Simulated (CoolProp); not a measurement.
R1234ze(E) along the isotherm 401.1 K: fugacity coefficient from the reference equation and from simpler models built on Tc = 382.5 K, pc = 3.635 MPa, ω = 0.313; each cubic takes its own stable root.

Model: reference Helmholtz-energy equation of state, Thol 2016, in CoolProp.

```
p (MPa)          phase  reference
-------  -------------  ---------
0.0287             gas     0.9976
0.0545             gas     0.9955
0.103              gas     0.9915
0.196              gas     0.9839
0.371              gas     0.9696
0.704              gas     0.9427
1.33               gas     0.8931
2.53               gas     0.8008
4.79     supercritical     0.6276
9.09     supercritical     0.4095
```

### Question
How far does each simpler model (van der Waals, Redlich-Kwong, Soave-Redlich-Kwong, Peng-Robinson) lie from the reference over these 10 states: mean and median of the absolute difference, and the worst?

### Answer
- van der Waals: mean 1.4 %, median 0.5 %, worst +7.6 % at 401.1 K and 9.09 MPa
- Redlich-Kwong: mean 0.3 %, median 0.0 %, worst +1.9 % at 401.1 K and 9.09 MPa
- Soave-Redlich-Kwong: mean 0.9 %, median 0.2 %, worst +6.0 % at 401.1 K and 9.09 MPa
- Peng-Robinson: mean 0.6 %, median 0.3 %, worst -2.3 % at 401.1 K and 4.79 MPa
